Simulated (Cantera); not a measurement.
Charge: 1 mol Si, 0.008 mol O2, 7.1 mol CO, held at 0.100 bar.

Cantera equilibrium calculation (NASA polynomials, part measured and part estimated; ideal gas, pure solids and liquids). Candidate condensed phases: C, Si, SiC, SiO2; 20 gas species. Mutual solubility and eutectic melting of coexisting phases are not modelled. The tables hold silica as quartz up to 1696 K and as liquid above; real silica turns to tridymite and cristobalite and melts near 1996 K. Equilibrium is a limit: real reactors are often held back by kinetics, nucleation or transport.

x: gas mole fraction; n: condensed amount in mol.

| T (K) | x CO | x SiO | x CO2 | x Si | n C(graphite) | n SiO2(β-quartz) | n SiC(s) | n SiO2(condensed) |
|---|---|---|---|---|---|---|---|---|
| 1598 | 0.997 | 0.00276 | 2.94e-5 | 9.39e-9 | 1.97 | 0.986 | 0 | 0 |
| 1648 | 0.992 | 0.00829 | 3.11e-5 | 4.95e-8 | 0 | 0.303 | 0.643 | 0 |
| 1698 | 0.977 | 0.0230 | 3.29e-5 | 2.32e-7 | 0 | 0 | 0.610 | 0.237 |
| 1748 | 0.940 | (withheld) | 3.33e-5 | (withheld) | 0 | 0 | 0.521 | (withheld) |
| 1798 | 0.929 | 0.0714 | 2.43e-5 | 2.75e-6 | 0 | 0 | 0.492 | 0 |
| 1848 | 0.929 | 0.0714 | (withheld) | (withheld) | 0 | 0 | 0.492 | 0 |
| 1898 | 0.929 | 0.0714 | 1.20e-5 | 1.47e-5 | 0 | 0 | 0.492 | 0 |

Question: Complete the blanks.

Answer: 
- 1748, x SiO: 0.0601
- 1748, x Si: 1.01e-6
- 1748, n SiO2(condensed): 0.0580
- 1848, x CO2: 1.69e-5
- 1848, x Si: 6.51e-6
